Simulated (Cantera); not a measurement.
Feed: 1 mol Si3N4, 0.67 mol C, a varied amount of H2, at 2125 K and 71.0 Pa.

Equilibrium computed with Cantera from the NASA thermochemical tables; the gas is ideal and each condensed phase is pure. Candidate condensed phases: C, C6H6, C7H8, C8H18, Si, SiC, Si3N4; 105 gas species. Mutual solubility and eutectic melting of coexisting phases are not modelled. The tables' values for SiN are old estimates; treat these amounts as uncertain. Gases not in the tables: Si2H6 and higher silanes. Kinetics and transport are ignored.

Question: At 1 mol H2, list the 4 most abundant gas species with their mole fractions, and the condensed phases.

Answer: N2 0.471, Si 0.244, H2 0.204, H 0.0616. Condensed: Si(l) + SiC(s).
